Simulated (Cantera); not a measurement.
A closed system holds: 1 mol Pb, 0.21 mol O₂, 61 mol H₂, held at 1.00 bar.

Cantera equilibrium calculation (NASA polynomials, part measured and part estimated; ideal gas, pure solids and liquids). Candidate condensed phases: H₂O, Pb, PbO, PbO₂, Pb₃O₄; 12 gas species. The numbers say what is thermodynamically allowed, not how fast it happens.

log p: log10 of the partial pressure in bar; n: condensed amount in mol.

```
T (K)  log p H₂  log p Pb  log p H₂O  log p H  log p Pb₂  log p PbO  n Pb(l)
-----  --------  --------  ---------  -------  ---------  ---------  -------
1225       0.00     -3.03      -2.16    -6.51      -7.35      -9.57    0.943
1275       0.00     -2.72      -2.16    -6.13      -6.84      -9.06    0.885
1325       0.00     -2.44      -2.16    -5.79      -6.37      -8.59        ?
1375      -0.01     -2.18      -2.16    -5.47      -5.94      -8.15        ?
1425      -0.01     -1.94      -2.17    -5.17      -5.54      -7.74        ?
1475      -0.01     -1.79      -2.17    -4.89      -5.32      -7.44        0
1525      -0.01     -1.79      -2.17    -4.63      -5.39      -7.30        0
1575      -0.01     -1.79      -2.17    -4.39      -5.46      -7.16        0
```

Task: Some entries are withheld; supply them.

Result: 
- 1325, n Pb(l): 0.779
- 1375, n Pb(l): 0.597
- 1425, n Pb(l): 0.293
